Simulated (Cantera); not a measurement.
**Adiabatic ignition**

An adiabatic, constant-volume homogeneous reactor starts with CH₄ : C₂H₆ : C₃H₈ : O₂ : N₂ = 1 : 0.049 : 0.17 : 1.51 : 16.6 (molar parts), equivalence ratio 2.0, at 1150 K and 5850 Torr.

Detailed kinetics in Cantera: GRI-Mech 3.0 (53 species, 325 reactions). GRI-Mech 3.0 was tuned for natural gas; its chemistry of propane as a main component is partial and can be far from experiment.

```tsv
t (s)	T (K)	P (bar)	x CH₄	x C₂H₆	x C₃H₈	x NO	x N₂O
7.00e-6	1150	7.80	0.0517	0.00254	0.00879	<1e-12	<1e-12
2.79e-5	1150	7.80	0.0517	0.00253	0.00879	<1e-12	<1e-12
0.000111	1150	7.80	0.0517	0.00253	0.00879	<1e-12	2.65e-12
0.000442	1150	7.80	0.0517	0.00253	0.00877	<1e-12	2.81e-11
0.00176	1151	7.81	0.0517	0.00253	0.00863	<1e-12	1.63e-10
0.00700	1159	7.87	0.0511	0.00251	0.00759	<1e-12	1.28e-9
0.0279	1923	14.1	0.00117	1.76e-7	1.34e-11	4.45e-7	9.63e-11
0.111	1914	14.1	3.18e-5	1.20e-10	<1e-12	6.16e-7	8.96e-11
0.442	1914	14.1	8.97e-9	<1e-12	<1e-12	6.16e-7	8.96e-11
1.76	1914	14.1	8.97e-9	<1e-12	<1e-12	5.55e-7	8.64e-11
7.00	1914	14.1	8.97e-9	<1e-12	<1e-12	4.37e-7	8.11e-11
```
x: mole fraction; the columns are a selection and need not sum to one.

```
Property                                                            Result
---------------------------------  ---------------------------------------
time of steepest temperature rise                                  10.6 ms
temperature at 7.00 s                                               1914 K
equilibrium temperature                                             1914 K
x(CH₄) at 7.00 s                   8.97e-9 (gas-phase equilibrium 9.90e-9)
x(C₂H₆) at 7.00 s                    <1e-12 (gas-phase equilibrium <1e-12)
x(C₃H₈) at 7.00 s                    <1e-12 (gas-phase equilibrium <1e-12)
```
